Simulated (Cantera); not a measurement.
# Pyrogenic steam for wet oxidation

A perfectly stirred reactor is fed with 18.1 % H₂, 12.9 % O₂, 68.6 % N₂, 0.388 % H₂O, equivalence ratio 0.70, at 32000 Pa; it is held at 1325 K, and followed from long to short residence time.

Detailed kinetics in Cantera: the H2/O2 subset of GRI-Mech 3.0, which has no nitrogen chemistry. The temperature is held fixed by assumption; the heat of reaction is taken as removed at once.

```
τ (s)       x H₂    x O₂   x H₂O₂    x HO₂       x O       x H
------  --------  ------  -------  -------  --------  --------
1.8     0.000136  0.0426  2.22e-7  1.88e-6   3.76e-5   1.12e-5
0.67    0.000263  0.0426  3.45e-7  3.17e-6   7.38e-5   3.02e-5
0.25    0.000506  0.0427  5.17e-7  4.98e-6  0.000144   8.13e-5
0.096   0.000946  0.0428  7.39e-7  7.08e-6  0.000276  0.000211
0.036    0.00177  0.0430  1.02e-6  9.28e-6  0.000531  0.000555
0.014    0.00320  0.0435  1.33e-6  1.11e-5  0.000985   0.00138
0.0051   0.00583  0.0446  1.65e-6  1.27e-5   0.00187   0.00353
0.0019    0.0100  0.0467  1.87e-6  1.38e-5   0.00339   0.00830
```
x: mole fraction; the columns are a selection and need not sum to one.
